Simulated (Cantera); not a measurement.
A perfectly stirred reactor is fed with CO : O₂ : H₂O : N₂ = 0.0014 : 0.0041 : 0.011 : 1 (molar parts), equivalence ratio 0.17, at 3.30 bar; it is held at 1448 K, and followed from long to short residence time.

Cantera simulation using GRI-Mech 3.0 (53 species, 325 reactions); the numbers are that mechanism's predictions, not measurements.

One state of this run: x CO = 0.000263; x O₂ = 0.00347; x H₂O = 0.0108; x O = 1.68e-5; x NO = 1.10e-7. x: mole fraction; the columns are a selection and need not sum to one.

Question: Which value of τ (s) does it belong to?
A) 0.10
B) 0.017
C) 0.0070
D) 0.042

Answer: C, 0.0070
